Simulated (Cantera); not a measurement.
A perfectly stirred reactor is fed with 1.09 % H2, 98.9 % O2, at 15.8 Torr; it is held at 1200 K, and followed from long to short residence time.

Cantera simulation using GRI-Mech 3.0 (53 species, 325 reactions); the numbers are that mechanism's predictions, not measurements. Radical loss at walls, strong at low pressure, is not modelled.

One state of this run: x H2 = 0.000287; x O2 = 0.983; x H = 0.000318; x OH = 0.000863; x H2O = 0.0100. x: mole fraction; the columns are a selection and need not sum to one.

Problem. Which value of τ (s) does it belong to?
(A) 0.040
(B) 1.1
(C) 0.15
(D) 0.011

Solution. A, 0.040
